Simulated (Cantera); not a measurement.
An isothermal, constant-pressure homogeneous reactor starts with H2 : O2 : N2 = 0.02 : 1 : 3.6 (molar parts), equivalence ratio 0.010, at 1223 K and 1.28 Torr. Integrator tolerance rtol = 1e-08.

Detailed kinetics in Cantera: GRI-Mech 3.0 (53 species, 325 reactions). Radical loss at walls, strong at low pressure, is not modelled.

**Question.** What does this change do: N2 3.6 to 13 parts?

**Answer.** 
```csv
quantity,before,after
x(H2) at 4.00 s,2.99e-5 (gas-phase equilibrium 4.64e-9),1.07e-5 (gas-phase equilibrium 2.66e-9)
x(O2) at 4.00 s,0.213 (gas-phase equilibrium 0.215),0.0700 (gas-phase equilibrium 0.0706)
x(NO) at 4.00 s,1.55e-8 (gas-phase equilibrium 0.000235),2.61e-9 (gas-phase equilibrium 0.000147)
x(O) at 4.00 s,0.00315 (gas-phase equilibrium 4.57e-7),0.00114 (gas-phase equilibrium 2.62e-7)
x(N2O) at 4.00 s,2.14e-9 (gas-phase equilibrium 6.67e-10),2.22e-9 (gas-phase equilibrium 4.54e-10)
x(H2O) at 4.00 s,0.00399 (gas-phase equilibrium 0.00434),0.00131 (gas-phase equilibrium 0.00143)
x(HO2) at 4.00 s,3.97e-8 (gas-phase equilibrium 7.41e-10),1.34e-8 (gas-phase equilibrium 1.85e-10)
```
